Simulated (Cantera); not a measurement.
A closed system holds: 1 mol SiCl4, 0.52 mol H2, at 402 °C and 0.100 bar.

These are equilibrium values from Cantera (NASA tables, ideal gas, pure condensed phases), not measurements of a reactor. Candidate condensed phases: Si; 19 gas species. Equilibrium is a limit: real reactors are often held back by kinetics, nucleation or transport.

Base state: SiCl4 0.653, H2 0.337, HCl 0.00537, SiHCl3 0.00537 (mole fractions); condensed: gas only.

Problem. What changes in the equilibrium state with this change: temperature from 402 °C to 252 °C?

Solution. 
```json
[
 {"species": "SiCl4", "before": "0.653", "after": "0.657"},
 {"species": "H2", "before": "0.337", "after": "0.341"},
 {"species": "HCl", "before": "0.00537", "after": "0.000900"},
 {"species": "SiHCl3", "before": "0.00537", "after": "0.000899"}
]
```

Problem. What changes in the equilibrium state with this change: temperature from 402 °C to 277 °C?

Solution. 
| species | before | after |
|---|---|---|
| SiCl4 | 0.653 | 0.657 |
| H2 | 0.337 | 0.341 |
| HCl | 0.00537 | 0.00130 |
| SiHCl3 | 0.00537 | 0.00130 |
